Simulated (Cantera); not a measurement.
Low-pressure radical oxidation in H2/O2

An isothermal, constant-pressure homogeneous reactor starts with H2 : O2 = 0.37 : 1 (molar parts), equivalence ratio 0.18, at 900 K and 10.00 Torr.

Computed with Cantera and GRI-Mech 3.0 (53 species, 325 reactions). Radical loss at walls, strong at low pressure, is not modelled. Below about 950 K walls govern HO2 and H2O2 in real vessels. The temperature is held fixed by assumption; the heat of reaction is taken as removed at once.

```tsv
t (s)	x H2	x O2	x HO2	x O	x OH	x H	x H2O
0.000600	0.270	0.730	5.77e-11	3.01e-11	9.13e-12	1.05e-10	8.38e-11
0.00118	0.270	0.730	1.33e-10	2.07e-10	6.03e-11	6.66e-10	7.91e-10
0.00231	0.270	0.730	1.05e-9	6.22e-9	1.80e-9	1.97e-8	2.66e-8
0.00454	0.270	0.730	5.95e-7	4.58e-6	1.33e-6	1.45e-5	1.97e-5
0.00891	0.0642	0.657	1.94e-5	0.0185	0.00466	0.0866	0.169
0.0175	0.00526	0.685	2.49e-5	0.00281	0.00141	0.00344	0.302
0.0343	0.00129	0.687	1.35e-5	0.000402	0.000301	0.000112	0.310
0.0674	0.000472	0.688	6.89e-6	0.000110	0.000135	1.46e-5	0.312
0.132	0.000170	0.688	3.28e-6	3.59e-5	7.57e-5	2.76e-6	0.312
0.260	5.40e-5	0.688	1.33e-6	1.14e-5	4.47e-5	5.18e-7	0.312
0.509	1.46e-5	0.688	4.53e-7	3.49e-6	2.62e-5	8.98e-8	0.312
1.00	3.39e-6	0.688	1.43e-7	1.08e-6	1.51e-5	1.51e-8	0.312
```
x: mole fraction; the columns are a selection and need not sum to one.

Equilibrium at this temperature and pressure: H2 1.05e-11, O2 0.688, HO2 2.30e-10, O 3.89e-11, OH 9.21e-8, H <1e-12, H2O 0.312 (gas phase only).
